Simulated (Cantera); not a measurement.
A closed system holds: 1 mol Fe₃O₄, 1900 mol H₂, 1.3 mol N₂, equilibrated at 0.133 bar.

Method: chemical equilibrium by Gibbs-energy minimisation in Cantera with the NASA 1993 tables (ideal gas, pure condensed phases). Candidate condensed phases: Fe, FeO, Fe(OH)₂, Fe(OH)₃, Fe₂O₃, Fe₃O₄, H₂O; 27 gas species. Rates play no part.

x: gas mole fraction; n: condensed amount in mol.

```
T (°C)   x H₂         x H    x H₂O        x Fe  n Fe(α)  n Fe(γ)  n Fe(δ)  n Fe(l)
------  -----  ----------  -------  ----------  -------  -------  -------  -------
575     0.997    5.20e-11  0.00210      <1e-12     3.00        0        0        0
675     0.997     1.43e-9  0.00210      <1e-12     3.00        0        0        0
775     0.997  (withheld)  0.00210    1.05e-12     3.00        0        0        0
875     0.997     1.96e-7  0.00210    5.99e-11     3.00        0        0        0
975     0.997     1.28e-6  0.00210     1.75e-9        0     3.00        0        0
1075    0.997     6.33e-6  0.00210     3.06e-8        0     3.00        0        0
1175    0.997     2.52e-5  0.00210     3.58e-7        0     3.00        0        0
1275    0.997     8.42e-5  0.00210     3.02e-6        0     2.99        0        0
1375    0.997  (withheld)  0.00210  (withheld)        0     2.96        0        0
1475    0.996    0.000625  0.00210    0.000101        0        0     2.81        0
1575    0.995     0.00145  0.00210    0.000428        0        0        0     2.19
1675    0.993     0.00308  0.00210     0.00150        0        0        0    0.138
1775    0.990     0.00610  0.00209     0.00157        0        0        0        0
```

Problem. Some entries are withheld; supply them.

Solution. 
- 1375, x H: 0.000244
- 1375, x Fe: 1.96e-5
- 775, x H: 2.11e-8
